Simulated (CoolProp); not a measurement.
Properties of dimethyl carbonate along the isobar 0.576 MPa.

Model: reference Helmholtz-energy equation of state, Zhou 2011, in CoolProp.

```
T (°C)  phase  cp (kJ/(kg K))  cv (kJ/(kg K))  speed of sound (m/s)  isothermal compressibility (1/MPa)
------  -----  --------------  --------------  --------------------  ----------------------------------
170.55    gas           1.622           1.482                 191.6                               1.927
183.55    gas           1.642           1.508                 196.0                               1.905
196.65    gas           1.664           1.535                 200.2                               1.886
209.65    gas           1.686           1.561                 204.1                               1.870
222.65    gas           1.708           1.587                 207.9                               1.856
235.65    gas           1.731           1.612                 211.6                               1.845
248.75    gas           1.753           1.637                 215.2                               1.835
261.75    gas           1.775           1.661                 218.6                               1.826
274.75    gas           1.797           1.685                 221.9                               1.818
287.75    gas           1.818           1.708                 225.2                               1.811
300.85    gas           1.840           1.730                 228.4                               1.805
313.85    gas           1.860           1.752                 231.5                               1.800
326.85    gas           1.880           1.773                 234.5                               1.795
```
